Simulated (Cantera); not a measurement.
# Stirred combustor or abatement burner

A perfectly stirred reactor is fed with CH₄ : O₂ : N₂ = 1 : 1.67 : 6.27 (molar parts), equivalence ratio 1.2, at 4950 Torr; it is adiabatic with a 650 K inlet, and is followed from long to short residence time, starting on the burning branch (τ in s: 0.12, 0.047, 0.019, 0.0075, 0.003, 0.0012, 0.00048, 0.00019, 7.8e-05, 3.1e-05, 1.2e-05, 5e-06).

Detailed kinetics in Cantera: GRI-Mech 3.0 (53 species, 325 reactions).

```tsv
τ (s)	T (K)	x CH₄	x O₂	x H₂	x C₂H₆	x C₂H₄	x C₂H₂
0.12	2387	2.73e-6	0.000119	0.0250	3.87e-12	1.29e-10	2.65e-9
0.047	2386	6.36e-6	0.000147	0.0250	2.19e-11	7.20e-10	1.30e-8
0.019	2383	1.33e-5	0.000205	0.0250	1.02e-10	3.30e-9	5.31e-8
0.0075	2379	2.55e-5	0.000327	0.0251	4.19e-10	1.30e-8	1.81e-7
0.0030	2371	4.46e-5	0.000562	0.0253	1.42e-9	4.20e-8	4.88e-7
0.0012	2358	7.46e-5	0.000993	0.0255	4.26e-9	1.18e-7	1.12e-6
0.00048	2339	0.000127	0.00176	0.0259	1.24e-8	3.15e-7	2.41e-6
0.00019	2311	0.000229	0.00312	0.0266	3.88e-8	8.83e-7	5.42e-6
7.8e-5	2272	0.000452	0.00548	0.0274	1.43e-7	2.78e-6	1.37e-5
3.1e-5	2205	0.00119	0.0109	0.0285	1.03e-6	1.49e-5	5.52e-5
1.2e-5	650	0.112	0.187	<1e-12	<1e-12	<1e-12	<1e-12
5.0e-6	650	0.112	0.187	<1e-12	<1e-12	<1e-12	<1e-12
```
x: mole fraction; the columns are a selection and need not sum to one.
